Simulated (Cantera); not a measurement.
## Stirred combustor or abatement burner

A perfectly stirred reactor is fed with CH4 : O2 : N2 = 1 : 2.08 : 7.83 (molar parts), equivalence ratio 0.96, at 2180 Torr; it is adiabatic with a 573 K inlet, and is followed from long to short residence time, starting on the burning branch (τ in s: 0.095, 0.039, 0.016, 0.0065, 0.0026, 0.0011, 0.00044, 0.00018, 7.3e-05).

Computed with Cantera and GRI-Mech 3.0 (53 species, 325 reactions).

```tsv
τ (s)	T (K)	x CH4	x O2	x HCN	x CO	x C2H6
0.095	2363	1.06e-6	0.0104	1.95e-7	0.00854	<1e-12
0.039	2361	2.47e-6	0.0109	3.57e-7	0.00877	1.56e-12
0.016	2356	5.60e-6	0.0116	5.62e-7	0.00933	7.94e-12
0.0065	2343	1.22e-5	0.0126	7.89e-7	0.0105	3.74e-11
0.0026	2317	2.55e-5	0.0141	1.03e-6	0.0126	1.58e-10
0.0011	2279	4.87e-5	0.0161	1.29e-6	0.0156	5.48e-10
0.00044	2224	9.64e-5	0.0189	1.60e-6	0.0196	1.99e-9
0.00018	2155	0.000195	0.0223	2.02e-6	0.0242	7.49e-9
7.3e-5	2073	0.000438	0.0270	2.69e-6	0.0300	3.61e-8
```
x: mole fraction; the columns are a selection and need not sum to one.
